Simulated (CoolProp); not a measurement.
C3F8 (R218) along the isobar 14.7 MPa: Z from the reference equation and from simpler models built on Tc = 345.0 K, pc = 2.640 MPa, ω = 0.317; each cubic takes its own stable root.

Model: reference Helmholtz-energy equation of state, Lemmon 2006, in CoolProp. It is a short technical equation, of lower accuracy than the large ones.

```tsv
T (K)	phase	reference	van der Waals	Peng-Robinson
157.4	liquid	1.100	1.736	1.049
162.1	liquid	1.076	1.694	1.024
166.8	liquid	1.054	1.653	0.9999
171.5	liquid	1.034	1.616	0.9775
176.2	liquid	1.014	1.580	0.9564
180.9	liquid	0.9958	1.546	0.9366
185.6	liquid	0.9785	1.514	0.9180
190.3	liquid	0.9621	1.484	0.9005
195	liquid	0.9466	1.455	0.8840
199.7	liquid	0.9320	1.428	0.8685
204.4	liquid	0.9181	1.402	0.8539
209.1	liquid	0.9050	1.377	0.8401
213.8	liquid	0.8927	1.354	0.8271
218.5	liquid	0.8810	1.331	0.8149
```
